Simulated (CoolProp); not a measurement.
The fluid at 298.15 K and 0.0318 MPa is compressed adiabatically to 0.211 MPa with isentropic efficiency 1. The same conditions are run with several fluids, on thermodynamics alone (safety and materials aside).

Values from CoolProp's reference Helmholtz-energy equation of state of each fluid (the fluoroketone C6F12O (FK-5-1-12): McLinden 2015; ethylene: Smukala 2000; n-perfluorobutane: Gao 2022; R1233zd(E): Akasaka 2022; dimethyl ether: Wu 2011).

Q: Rank the fluoroketone C6F12O (FK-5-1-12), ethylene, n-perfluorobutane, R1233zd(E), dimethyl ether by work (kJ/kg), highest first.

A: ethylene (199), dimethyl ether (113), R1233zd(E) (37.9), n-perfluorobutane (19.9), the fluoroketone C6F12O (FK-5-1-12) (13.3)

```
fluid                                final temperature (K)                       final phase  final density (kg/m³)
-----------------------------------  ---------------------  --------------------------------  ---------------------
the fluoroketone C6F12O (FK-5-1-12)                  345.2  two-phase, vapour fraction 0.688                   37.6
ethylene                                             413.6                               gas                   1.73
n-perfluorobutane                                    322.9                               gas                   19.8
R1233zd(E)                                           347.8                               gas                  10.00
dimethyl ether                                       373.5                               gas                   3.19
```
